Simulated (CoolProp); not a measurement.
Aqueous ethanol as a coolant, 49 % by mass, freezing at -36.9 °C, 1 atm.

Computed with CoolProp (Melinder's fits for secondary coolants).

```csv
T (°C),Prandtl number,density (kg/m³),viscosity (mPa s),cp (kJ/(kg K))
-34,597,957.6,57.2,3.197
-26.8,353,952.2,32.9,3.309
-19.7,222,946.7,20.2,3.412
-12.5,145,941.2,12.9,3.509
-5.3,99.3,935.7,8.67,(withheld)
1.8,(withheld),930.1,6.10,3.679
9,52.1,924.5,4.42,(withheld)
16.2,39.4,918.8,3.31,3.816
23.4,30.5,913.1,(withheld),3.871
30.5,24.1,907.5,1.99,3.916
37.7,(withheld),901.7,1.58,(withheld)
```

Fill in the missing entries.


- -5.3, cp (kJ/(kg K)): 3.598
- 1.8, Prandtl number: 70.9
- 9, cp (kJ/(kg K)): 3.752
- 23.4, viscosity (mPa s): 2.54
- 37.7, Prandtl number: 19.2
- 37.7, cp (kJ/(kg K)): 3.952
